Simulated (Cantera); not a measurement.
Feed: 1 mol MgO, 0.34 mol SO2, 32 mol N2, 2.3 mol O2, held at 100000 Pa.

These are equilibrium values from Cantera (NASA tables, ideal gas, pure condensed phases), not measurements of a reactor. Candidate condensed phases: Mg, MgO, MgS, MgSO4, S; 22 gas species. Mutual solubility and eutectic melting of coexisting phases are not modelled. Rates play no part.

**Question.** Which condensed phases are stable at each of these points (T (K)): 1100, 1150, 1200, 1250, 1300, 1350, 1400, 1450, 1500, 1550, 1600, 1650, 1700?

**Answer.** 
```csv
T (K),condensed phases,Mg condensed (%)
1100,MgO(s) + MgSO4(s),100.0
1150,MgO(s) + MgSO4(s),100.0
1200,MgO(s),100.0
1250,MgO(s),100.0
1300,MgO(s),100.0
1350,MgO(s),100.0
1400,MgO(s),100.0
1450,MgO(s),100.0
1500,MgO(s),100.0
1550,MgO(s),100.0
1600,MgO(s),100.0
1650,MgO(s),100.0
1700,MgO(s),100.0
```

From 1100 K to 1150 K the condensed part is MgO(s) + MgSO4(s). From 1200 K to 1700 K the condensed part is MgO(s).
